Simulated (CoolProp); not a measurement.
Vapour-liquid equilibrium of R113 (1) + benzene (2) at 157.45 °C; x and y are mole fractions of (1).

Computed with CoolProp (multi-fluid Helmholtz-energy mixture model, Marx 1992 and Thol 2012; pair parameters Bell 2016).

```json
[
 {"x": "0.05", "bubble pressure, mixture model (MPa)": "0.7385", "bubble pressure, Raoult's law (MPa)": "0.7117", "y, mixture model": "0.117", "y, Raoult's law": "0.098"},
 {"x": "0.15", "bubble pressure, mixture model (MPa)": "0.8462", "bubble pressure, Raoult's law (MPa)": "0.7834", "y, mixture model": "(withheld)", "y, Raoult's law": "0.267"},
 {"x": "0.25", "bubble pressure, mixture model (MPa)": "0.9364", "bubble pressure, Raoult's law (MPa)": "0.8551", "y, mixture model": "0.410", "y, Raoult's law": "0.407"},
 {"x": "0.35", "bubble pressure, mixture model (MPa)": "1.015", "bubble pressure, Raoult's law (MPa)": "0.9267", "y, mixture model": "(withheld)", "y, Raoult's law": "0.526"},
 {"x": "0.45", "bubble pressure, mixture model (MPa)": "1.084", "bubble pressure, Raoult's law (MPa)": "0.9984", "y, mixture model": "0.592", "y, Raoult's law": "0.628"},
 {"x": "0.55", "bubble pressure, mixture model (MPa)": "1.148", "bubble pressure, Raoult's law (MPa)": "1.070", "y, mixture model": "0.669", "y, Raoult's law": "0.716"},
 {"x": "0.65", "bubble pressure, mixture model (MPa)": "1.208", "bubble pressure, Raoult's law (MPa)": "1.142", "y, mixture model": "0.742", "y, Raoult's law": "0.793"},
 {"x": "0.75", "bubble pressure, mixture model (MPa)": "(withheld)", "bubble pressure, Raoult's law (MPa)": "1.213", "y, mixture model": "0.814", "y, Raoult's law": "0.861"},
 {"x": "0.85", "bubble pressure, mixture model (MPa)": "1.317", "bubble pressure, Raoult's law (MPa)": "1.285", "y, mixture model": "0.887", "y, Raoult's law": "0.921"},
 {"x": "0.95", "bubble pressure, mixture model (MPa)": "1.368", "bubble pressure, Raoult's law (MPa)": "1.357", "y, mixture model": "(withheld)", "y, Raoult's law": "0.975"}
]
```

Question: Fill in the missing entries.

Answer: 
- 0.15, y, mixture model: 0.288
- 0.35, y, mixture model: 0.508
- 0.75, bubble pressure, mixture model (MPa): 1.264
- 0.95, y, mixture model: 0.962

The largest gap from Raoult's law is +9.5 % in bubble pressure, at x = 0.25. No azeotrope shows between x = 0.05 and 0.95.

The pair parameters rest on a limited set of measurements; away from them the model extrapolates.
